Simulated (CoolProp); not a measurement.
Properties of octamethylcyclotetrasiloxane (D4) along the isotherm 619.6 K (Tc = 586.5 K, pc = 1347 kPa, ω = 0.598).

Model: reference Helmholtz-energy equation of state, Thol 2015, in CoolProp.

```csv
p (kPa),phase,density (kg/m³),Joule-Thomson coefficient (K/MPa),isothermal compressibility (1/MPa),expansivity (1/kK),fugacity coefficient
126,gas,7.456,7.329,8.161,1.794,0.9735
253,gas,15.42,7.671,4.192,2.006,0.9471
379,gas,23.83,8.051,2.895,2.253,0.9212
505,gas,32.83,8.477,2.255,2.547,0.8955
632,gas,42.61,8.965,1.879,2.903,0.8699
758,gas,53.13,9.516,1.642,3.335,0.8447
884,gas,64.65,10.15,1.484,3.871,0.8197
1010,gas,77.39,10.89,1.378,4.550,0.7950
1140,gas,92.13,11.78,1.311,5.464,0.7696
1260,gas,107.6,12.75,1.279,6.585,0.7464
1390,supercritical,127.0,13.99,1.277,8.258,0.7214
1520,supercritical,150.2,15.42,1.310,10.67,0.6965
1640,supercritical,176.3,16.81,1.369,13.90,0.6736
1770,supercritical,211.7,17.85,1.435,18.62,0.6488
1890,supercritical,251.3,17.35,1.399,22.71,0.6261
2020,supercritical,297.3,14.79,1.159,23.51,0.6021
```
